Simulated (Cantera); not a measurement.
**Carbon deposition, reforming and gasification: CH₄ + CO₂ + H₂**

A closed system holds: 1 mol CH₄, a varied amount of CO₂, 1 mol H₂, equilibrated at 0.0160 bar.

These are equilibrium values from Cantera (NASA tables, ideal gas, pure condensed phases), not measurements of a reactor. Candidate condensed phases: C, C₆H₆, C₇H₈, C₈H₁₈, H₂O; 110 gas species. Rates play no part.

Stable condensed phases:

```
T in °C \ n(CO₂) in mol
         0.73    1  1.3  1.6  1.9  2.2  2.5  2.8  3.1  3.3  3.6
    827     A    A    B    B    B    B    B    B    B    B    B
    777     A    A    B    B    B    B    B    B    B    B    B
    727     A    A    B    B    B    B    B    B    B    B    B
    677     A    A    B    B    B    B    B    B    B    B    B
    627     A    A    B    B    B    B    B    B    B    B    B
    577     A    A    A    B    B    B    B    B    B    B    B
    527     A    A    A    A    A    A    A    B    B    B    B
    477     A    A    A    A    A    A    A    A    A    A    A
    427     A    A    A    A    A    A    A    A    A    A    A
    377     A    A    A    A    A    A    A    A    A    A    A
    327     A    A    A    A    A    A    A    A    A    A    A
    277     A    A    A    A    A    A    A    A    A    A    A
    227     A    A    A    A    A    A    A    A    A    A    A
```

A: C; B: gas only.
